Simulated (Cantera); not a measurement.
Feed: 1 mol Ti(OiPr)4, 0.23 mol CH4, at 133 Pa.

Cantera equilibrium calculation (NASA polynomials, part measured and part estimated; ideal gas, pure solids and liquids). Candidate condensed phases: C, C6H6, C7H8, C8H18, H2O, Ti, TiC, TiO, TiO2, Ti2O3, Ti3O5, Ti4O7; 113 gas species. The feed counts by its element totals alone. TiC: taken at fixed stoichiometry. Rates play no part.

x: gas mole fraction; n: condensed amount in mol.

```tsv
T (K)	x H2	x CO	x H	x C2H2 (acetylene)	n C(graphite)	n TiC(s)
1475	0.783	0.217	0.000314	5.22e-6	7.23	1.00
1575	0.782	0.217	(withheld)	(withheld)	7.23	1.00
1675	0.781	0.216	0.00281	4.53e-5	7.23	1.00
1775	0.777	0.216	0.00699	0.000111	7.23	1.00
1875	0.769	0.215	(withheld)	(withheld)	7.22	1.000
1975	0.754	0.213	0.0325	0.000490	7.21	1.000
2075	0.727	0.210	0.0622	0.000902	7.20	1.000
2175	0.683	0.205	0.111	0.00152	7.17	1.000
```

**Question.** Fill in the missing entries.

**Answer.** 
- 1575, x H: 0.00101
- 1575, x C2H2 (acetylene): 1.65e-5
- 1875, x H: 0.0157
- 1875, x C2H2 (acetylene): 0.000244
